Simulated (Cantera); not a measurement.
Charge: 1 mol Si3N4, 0.014 mol H2O, 3.5 mol H2, 1.1 mol O2, equilibrated at 0.00260 bar.

These are equilibrium values from Cantera (NASA tables, ideal gas, pure condensed phases), not measurements of a reactor. Candidate condensed phases: H2O, Si, SiO2, Si2N2O, Si3N4; 35 gas species. Mutual solubility and eutectic melting of coexisting phases are not modelled. The tables hold silica as quartz up to 1696 K and as liquid above; real silica turns to tridymite and cristobalite and melts near 1996 K. Kinetics and transport are ignored.

Question: At 1200 K, list the 3 most abundant gas species with their mole fractions, and the condensed phases.

Answer: H2 0.826, N2 0.174, H2O 2.18e-5. Condensed: SiO2(β-quartz) + Si2N2O(s).
